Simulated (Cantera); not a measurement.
## Transport properties of process gases

Gas mixture: C2H2 : CH3OH : NH3 : C2H6 = 0.29 : 0.33 : 0.63 : 0.84 (molar parts), at 100000 Pa, frozen composition.

Cantera's kinetic-theory transport with the Lennard-Jones parameters of GRI-Mech 3.0, ideal gas; thermal conductivity in the mixture-averaged form. Polar gases are described roughly by these parameters. The composition is frozen, though it would react at the higher temperatures.

```
T (K)  ρ (kg/m³)  cp (J/kg/K)  μ (µPa s)  λ (mW/m/K)     Pr  D (cm²/s) NH3  D (cm²/s) N2  D (cm²/s) O
-----  ---------  -----------  ---------  ----------  -----  -------------  ------------  -----------
400        0.779         2044       13.1        36.7  0.728          0.268         0.291        0.450
550        0.566         2499       17.5        59.3  0.738          0.497         0.514        0.792
700        0.445         2887       21.6        83.5  0.745          0.783         0.784         1.20
850        0.366         3195       25.3         108  0.746           1.12          1.10         1.68
1000       0.311         3473       28.8         133  0.751           1.50          1.45         2.21
1150       0.271         3696       32.0         157  0.752           1.92          1.83         2.80
```
D: mixture-averaged diffusion coefficient of that species in the mixture.
